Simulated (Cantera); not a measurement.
Cantera run, input and output.

```python
import numpy as np
import cantera as ct

gas = ct.Solution("h2o2.yaml")
gas.TPX = 1125, 2666, {'H2': 0.04, 'O2': 1}
reactor = ct.IdealGasConstPressureReactor(gas, energy="off", clone=False)
net = ct.ReactorNet([reactor])
net.rtol, net.atol = 1e-08, 1e-18
show = ['H2', 'O2', 'H2O', 'O', 'OH']
times = np.geomspace(0.0002, 200, 13)

steps = ct.SolutionArray(gas, extra=["t"])
rows = []
print(f"{'t/s':>10s}{'T/K':>9s}{'P/Pa':>11s}" + "".join(f"{s:>11s}" for s in show))
for t in times:
    while net.time < t:
        t_next = net.step()
        steps.append(gas.state, t=t_next)
    rows.append([np.interp(t, steps.t, y) for y in (steps.T, steps.P, *steps(*show).X.T)])
    print(f"{t:10.3e}{rows[-1][0]:9.1f}{rows[-1][1]:11.4g}" + "".join(f"{x:11.3e}" for x in rows[-1][2:]))
rate = np.gradient(steps.T, steps.t)
print("integrator steps:", len(steps.t))
if steps.T.max() > steps.T[0] + 200:
    print(f"time of steepest temperature rise: {steps.t[rate.argmax()]:.4e} s")
gas.TPX = 1125, 2666, {'H2': 0.04, 'O2': 1}
gas.equilibrate("TP")
print(f"equilibrium (TP): T = {gas.T:.1f} K  " + "  ".join(f"{s} {gas[s].X[0]:.3e}" for s in show))
```

It prints:

```
       t/s      T/K       P/Pa         H2         O2        H2O          O         OH
 2.000e-04   1125.0       2666  3.846e-02  9.615e-01  4.966e-09  5.279e-09  3.422e-09
 6.325e-04   1125.0       2666  3.846e-02  9.615e-01  4.145e-07  2.971e-07  1.786e-07
 2.000e-03   1125.0       2666  1.796e-02  9.470e-01  1.591e-02  9.950e-03  3.888e-03
 6.325e-03   1125.0       2666  4.066e-04  9.429e-01  3.604e-02  1.600e-02  1.743e-03
 2.000e-02   1125.0       2666  1.334e-04  9.549e-01  3.819e-02  5.221e-03  9.891e-04
 6.325e-02   1125.0       2666  2.109e-05  9.597e-01  3.896e-02  8.408e-04  3.951e-04
 2.000e-01   1125.0       2666  2.520e-06  9.606e-01  3.914e-02  1.045e-04  1.400e-04
 6.325e-01   1125.0       2666  3.454e-07  9.607e-01  3.919e-02  1.495e-05  5.319e-05
 2.000e+00   1125.0       2666  6.194e-08  9.608e-01  3.920e-02  2.779e-06  2.295e-05
 6.325e+00   1125.0       2666  1.396e-08  9.608e-01  3.921e-02  6.417e-07  1.103e-05
 2.000e+01   1125.0       2666  3.678e-09  9.608e-01  3.921e-02  1.716e-07  5.698e-06
 6.325e+01   1125.0       2666  1.155e-09  9.608e-01  3.921e-02  5.427e-08  3.203e-06
 2.000e+02   1125.0       2666  6.234e-10  9.608e-01  3.921e-02  2.925e-08  2.351e-06
integrator steps: 2070
equilibrium (TP): T = 1125.0 K  H2 5.945e-10  O2 9.608e-01  H2O 3.921e-02  O 2.789e-08  OH 2.295e-06
```

Cantera simulation using the H2/O2 subset of GRI-Mech 3.0, which has no nitrogen chemistry; the numbers are that mechanism's predictions, not measurements. Radical loss at walls, strong at low pressure, is not modelled. The temperature is held fixed by assumption; the heat of reaction is taken as removed at once.
